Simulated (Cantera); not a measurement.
An adiabatic, constant-volume homogeneous reactor starts with CH4 : CO : O2 : N2 : H2O = 1 : 0.52 : 2.05 : 7.73 : 0.72 (molar parts), at 1175 K and 750 Torr. Integrator tolerance rtol = 1e-08.

Cantera simulation using GRI-Mech 3.0 (53 species, 325 reactions); the numbers are that mechanism's predictions, not measurements.

Question: What does this change do: 0.014 parts H2 added?

Answer: 
```json
[
 {"quantity": "time of steepest temperature rise", "before": "98.5 ms", "after": "79.8 ms"},
 {"quantity": "temperature at 2.00 s", "before": "2762 K", "after": "2763 K"},
 {"quantity": "equilibrium temperature", "before": "2762 K", "after": "2763 K"},
 {"quantity": "x(CH4) at 2.00 s", "before": "<1e-12 (gas-phase equilibrium <1e-12)", "after": "<1e-12 (gas-phase equilibrium <1e-12)"},
 {"quantity": "x(CO) at 2.00 s", "before": "0.0531 (gas-phase equilibrium 0.0531)", "after": "0.0534 (gas-phase equilibrium 0.0534)"},
 {"quantity": "x(O2) at 2.00 s", "before": "0.0121 (gas-phase equilibrium 0.0121)", "after": "0.0119 (gas-phase equilibrium 0.0119)"},
 {"quantity": "x(HCN) at 2.00 s", "before": "3.33e-9 (gas-phase equilibrium 3.33e-9)", "after": "3.42e-9 (gas-phase equilibrium 3.42e-9)"},
 {"quantity": "x(C2H2) at 2.00 s", "before": "<1e-12 (gas-phase equilibrium <1e-12)", "after": "<1e-12 (gas-phase equilibrium <1e-12)"}
]
```

Question: What does this change do: constant pressure in place of constant volume?

Answer: 
```
quantity                                                            before                                      after
---------------------------------  ---------------------------------------  -----------------------------------------
time of steepest temperature rise                                  98.5 ms                                    0.105 s
temperature at 2.00 s                                               2762 K                                     2571 K
equilibrium temperature                                             2762 K                                     2571 K
x(CH4) at 2.00 s                     <1e-12 (gas-phase equilibrium <1e-12)      <1e-12 (gas-phase equilibrium <1e-12)
x(CO) at 2.00 s                      0.0531 (gas-phase equilibrium 0.0531)      0.0449 (gas-phase equilibrium 0.0449)
x(O2) at 2.00 s                      0.0121 (gas-phase equilibrium 0.0121)    0.00893 (gas-phase equilibrium 0.00893)
x(HCN) at 2.00 s                   3.33e-9 (gas-phase equilibrium 3.33e-9)  8.69e-10 (gas-phase equilibrium 8.69e-10)
x(C2H2) at 2.00 s                    <1e-12 (gas-phase equilibrium <1e-12)      <1e-12 (gas-phase equilibrium <1e-12)
```
